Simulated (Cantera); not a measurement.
Input: 1 mol Cu2O, a varied amount of CH4, 0.36 mol CO, equilibrated at 1600 K and 10.0 Torr.

These are equilibrium values from Cantera (NASA tables, ideal gas, pure condensed phases), not measurements of a reactor. Candidate condensed phases: C, C6H6, C7H8, C8H18, Cu, CuO, Cu(OH)2, Cu2O, H2O; 113 gas species. Equilibrium is a limit: real reactors are often held back by kinetics, nucleation or transport.

### Question
Which condensed phases are stable at each of these points (n(CH4) (mol)): 0.67, 0.82, 1, 1.2, 1.5, 1.9, 2.3, 2.8?

### Answer
```
n(CH4) (mol)     condensed phases  Cu condensed (%)
------------  -------------------  ----------------
0.67                        Cu(l)              99.6
0.82                        Cu(l)              99.6
1                           Cu(l)              99.5
1.2           C(graphite) + Cu(l)              99.4
1.5           C(graphite) + Cu(l)              99.3
1.9           C(graphite) + Cu(l)              99.2
2.3           C(graphite) + Cu(l)              99.1
2.8           C(graphite) + Cu(l)              99.0
```

From 0.67 mol CH4 to 1 mol CH4 the condensed part is Cu(l). From 1.2 mol CH4 to 2.8 mol CH4 the condensed part is C(graphite) + Cu(l).
